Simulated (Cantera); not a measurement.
A closed system holds: 1 mol Ti(OiPr)4, 0.28 mol C3H8, at 1000 Pa.

Cantera equilibrium calculation (NASA polynomials, part measured and part estimated; ideal gas, pure solids and liquids). Candidate condensed phases: C, C6H6, C7H8, C8H18, H2O, Ti, TiC, TiO, TiO2, Ti2O3, Ti3O5, Ti4O7; 113 gas species. The feed counts by its element totals alone. TiC: taken at fixed stoichiometry. The numbers say what is thermodynamically allowed, not how fast it happens.

Over these rows the condensed part is C(graphite) + TiC(s). Partial pressures as log10 of bar:

| T (K) | 1000/T (1/K) | log p C2H2 (acetylene) | log p H2 | log p CO |
|---|---|---|---|---|
| 1375 | 0.7273 | -7.85 | -2.10 | -2.68 |
| 1475 | 0.6780 | -7.28 | -2.10 | -2.68 |
| 1575 | 0.6349 | -6.78 | -2.10 | -2.68 |
| 1675 | 0.5970 | -6.34 | -2.10 | -2.68 |
| 1775 | 0.5634 | ? | -2.10 | -2.68 |
| 1875 | 0.5333 | -5.60 | -2.10 | -2.68 |

### Question
Fit log p(C2H2 (acetylene)) = a + b·(1000/T) to the five rows, give the apparent enthalpy, and predict the row at 1775 K.

### Answer
Means: 1000/T = 0.6341, log p = -6.770. Sxy = -0.256942, Sxx = 0.0221511, so b = -11.60 and a = -6.770 − (-11.60)×0.6341 = 0.59.
Apparent enthalpy: −19.145 × (-11.60) = 222 kJ/mol. With the condensed phases at unit activity, 2 C(graphite) + H2(g) = C2H2 (acetylene)(g) links this pressure to the main gases: over the six rows their terms move log p by +0.00 in all, so the slope is close to that reaction's ΔH°. The five rows lie within 0.01 of the line.
Prediction at 1775 K: 0.59 + (-11.60)×0.5634 = -5.95. The computed value is -5.95, 0.00 from the line.
